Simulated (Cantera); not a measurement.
Cantera run, input and output.

```python
import numpy as np
import cantera as ct

surf = ct.Interface("ptcombust.yaml", "Pt_surf")
gas = surf.adjacent["gas"]
gas.TPX = 825, 170000, {'CO': 0.002, 'O2': 0.027, 'N2': 0.79, 'H2O': 0.037}
surf.TP = 825, 170000
reactor = ct.FlowReactor(gas, clone=False)
reactor.area = 0.0001  # m2
reactor.surface_area_to_volume_ratio = 3400  # 1/m
reactor.mass_flow_rate = 3.2 * reactor.area * gas.density  # inlet velocity 3.2 m/s
reactor.energy_enabled = False
wall = ct.ReactorSurface(surf, reactor, clone=False)
net = ct.ReactorNet([reactor])
net.rtol, net.atol = 1e-8, 1e-16
show, cover = ['CO', 'O2', 'H2O', 'CO2'], ['PT(S)', 'H(S)', 'O(S)', 'OH(S)', 'CO(S)', 'C(S)']

rows = []
print(f"{'z/m':>9s}{'u/(m/s)':>9s}" + "".join(f"{s:>13s}" for s in show + cover))
for z in [0.00077, 0.0013, 0.0022, 0.0036, 0.006, 0.01, 0.017, 0.028, 0.046, 0.077]:
    net.advance(z)
    rows.append([reactor.speed, *gas[show].X, *surf[cover].coverages])
    print(f"{z:9.4g}{rows[-1][0]:9.3g}" + "".join(f"{x:13.4e}" for x in rows[-1][1:]))
```

Output:

```
      z/m  u/(m/s)           CO           O2          H2O          CO2        PT(S)         H(S)         O(S)        OH(S)        CO(S)         C(S)
  0.00077      3.2   3.2488e-04   3.0567e-02   4.3268e-02   2.0139e-03   6.7185e-02   4.8201e-08   9.2624e-01   6.3471e-03   2.0781e-04   8.6380e-17
   0.0013      3.2   1.4868e-04   3.0481e-02   4.3272e-02   2.1903e-03   6.4353e-02   4.5112e-08   9.2932e-01   6.2225e-03   8.6978e-05   3.4516e-17
   0.0022      3.2   4.2868e-05   3.0430e-02   4.3274e-02   2.2963e-03   6.2838e-02   4.3492e-08   9.3097e-01   6.1544e-03   2.3872e-05   9.2337e-18
   0.0036      3.2   6.5434e-06   3.0413e-02   4.3275e-02   2.3326e-03   6.2346e-02   4.2970e-08   9.3150e-01   6.1321e-03   3.5849e-06   1.3750e-18
    0.006      3.2   2.6714e-07   3.0409e-02   4.3275e-02   2.3389e-03   6.2262e-02   4.2882e-08   9.3159e-01   6.1283e-03   1.4595e-07   5.5901e-20
     0.01      3.2   1.2987e-09   3.0409e-02   4.3275e-02   2.3392e-03   6.2259e-02   4.2878e-08   9.3160e-01   6.1281e-03   7.0949e-10   2.7172e-22
    0.017      3.2   1.1637e-13   3.0409e-02   4.3275e-02   2.3392e-03   6.2259e-02   4.2878e-08   9.3160e-01   6.1281e-03   6.3570e-14   2.4346e-26
    0.028      3.2  -2.0672e-17   3.0409e-02   4.3275e-02   2.3392e-03   6.2259e-02   4.2878e-08   9.3160e-01   6.1281e-03  -5.2644e-18  -2.0162e-30
    0.046      3.2  -1.1410e-17   3.0409e-02   4.3275e-02   2.3392e-03   6.2259e-02   4.2878e-08   9.3160e-01   6.1281e-03  -1.1016e-18  -4.2191e-31
    0.077      3.2  -9.9876e-17   3.0409e-02   4.3275e-02   2.3392e-03   6.2259e-02   4.2878e-08   9.3160e-01   6.1281e-03   3.1488e-18   1.2059e-30
```

Cantera simulation using Deutschmann's 1995 Pt surface mechanism with GRI-Mech 3.0 gas chemistry; the numbers are that mechanism's predictions, not measurements. Catalytic surfaces can have several steady states; this one follows from the mechanism file's or the stated starting coverage. Mass transfer to the wall is taken as infinitely fast.
